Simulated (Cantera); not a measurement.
An isothermal, constant-pressure homogeneous reactor starts with 2.01 % C₂H₆, 98.0 % N₂, at 1250 K and 33.8 Torr.

Model: GRI-Mech 3.0 (53 species, 325 reactions), integrated in Cantera. GRI-Mech 3.0 stops at C3 and has no aromatics, soot or wall deposition, so with more carbon than oxygen in the feed, carbon stays in small species such as C2H2 where larger ones or solid carbon would form. Radical loss at walls, strong at low pressure, is not modelled.

Task: Predict: x(C₂H₆) at 9.00 s; x(HCN) at 9.00 s; x(H₂) at 9.00 s; x(CH₃) at 9.00 s; x(CH₄) at 9.00 s; x(C₂H₂) at 9.00 s.

Result: 
| Property | Value |
|---|---|
| x(C₂H₆) at 9.00 s | 3.19e-7 (gas-phase equilibrium 7.71e-9) |
| x(HCN) at 9.00 s | 1.18e-8 (gas-phase equilibrium 0.0271) |
| x(H₂) at 9.00 s | 0.0306 (gas-phase equilibrium 0.0378) |
| x(CH₃) at 9.00 s | 7.26e-7 (gas-phase equilibrium 1.21e-7) |
| x(CH₄) at 9.00 s | 0.00355 (gas-phase equilibrium 0.000530) |
| x(C₂H₂) at 9.00 s | 0.0147 (gas-phase equilibrium 0.00548) |
